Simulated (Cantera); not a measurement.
What does this Cantera script print?

```python
import numpy as np
import cantera as ct

gas_names = [...]  # 136 gases of nasa_gas.yaml made of C, H, N, O
cond_names = """
    C(gr) C6H6(L) C7H8(L) C8H18(L),n-octa H2O(s) H2O(L)
""".split()


# ... load() reads the species with a 1 bar reference pressure and builds the phases ...
atoms = {
    'C2H2': {'C': 2, 'H': 2},
    'H2O': {'H': 2, 'O': 1},
    'N2': {'N': 2},
}
top_T = {'C(gr)': 4500}  # K; cautious upper limits of use, not melting points


# ... equilibrate(T, P, feed) seeds the gas with the atoms and calls Mixture.equilibrate('TP', solver="vcs", rtol=1e-11, max_steps=5000) ...
results = []
feed = {'C2H2': 1, 'H2O': 0.57, 'N2': 0.95}  # mol
T = 848.15  # K
P = 2800000  # Pa
mix = equilibrate(T, P, feed)
results.append((T, P, feed, dict(zip(mix.species_names, mix.species_moles))))
x = sorted(zip(gas.X, gas.species_names), reverse=True)
print(f"T = {T:g} K  P = {P:g} Pa  gas = {mix.phase_moles(0):.4g} mol")
print("   x: " + "  ".join(f"{s} {v:.3e}" for v, s in x if v > 0.001))
print("   condensed (mol): " + ("  ".join(f"{mix.phase(i).name} {mix.phase_moles(i):.4g}"
      for i in range(1, mix.n_phases) if mix.phase_moles(i) > 1e-12) or "none"))
```

Result:

```
T = 848.15 K  P = 2.8e+06 Pa  gas = 2.147 mol
   x: N2 4.419e-01  CH4 2.197e-01  H2O 1.792e-01  H2 1.108e-01  CO2 3.923e-02  CO 7.854e-03  NH3 1.296e-03
   condensed (mol): C(gr) 1.427
```

Equilibrium computed with Cantera from the NASA thermochemical tables; the gas is ideal and each condensed phase is pure.
